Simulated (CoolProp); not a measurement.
Values from CoolProp's reference Helmholtz-energy equation of state, Gao 2022.

Question: Give the vapour pressure (MPa), enthalpy of vaporisation (kJ/kg), liquid cp (kJ/(kg K)) of saturated n-perfluorobutane at 300.5, 307.1 K.

Answer: 
| T (K) | p (MPa) | enthalpy of vaporisation (kJ/kg) | liquid cp (kJ/(kg K)) |
|---|---|---|---|
| 300.5 | 0.288 | 87.2 | 1.15 |
| 307.1 | 0.353 | 84.6 | 1.16 |
